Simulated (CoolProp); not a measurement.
Saturation properties of chloromethane (R40).

Values from CoolProp's reference Helmholtz-energy equation of state, Thol 2014.

| T (K) | p (kPa) | liquid density (kg/m³) | vapour density (kg/m³) | enthalpy of vaporisation (kJ/kg) | liquid cp (kJ/(kg K)) |
|---|---|---|---|---|---|
| 273.7 | 264.3 | 959.3 | 6.279 | 402.2 | 1.588 |
| 276 | 286.4 | 955.0 | 6.771 | 399.7 | 1.590 |
| 278.4 | 310.8 | 950.4 | 7.315 | 397.0 | 1.593 |
| 280.7 | 335.7 | 946.1 | 7.868 | 394.4 | 1.596 |
| 283 | 362.1 | 941.7 | 8.453 | 391.8 | 1.599 |
| 285.3 | 390.1 | 937.2 | 9.071 | 389.2 | 1.602 |
| 287.7 | 420.9 | 932.6 | 9.752 | 386.4 | 1.606 |
| 290 | 452.2 | 928.1 | 10.44 | 383.7 | 1.610 |
| 292.3 | 485.2 | 923.5 | 11.17 | 380.9 | 1.614 |
| 294.6 | 520.0 | 918.9 | 11.93 | 378.2 | 1.619 |
| 297 | 558.3 | 914.1 | 12.77 | 375.3 | 1.624 |
| 299.3 | 596.9 | 909.4 | 13.62 | 372.4 | 1.629 |
| 301.6 | 637.5 | 904.7 | 14.52 | 369.6 | 1.635 |
| 304 | 682.0 | 899.8 | 15.50 | 366.5 | 1.641 |

It boils at 249.2 K under 1 atm.
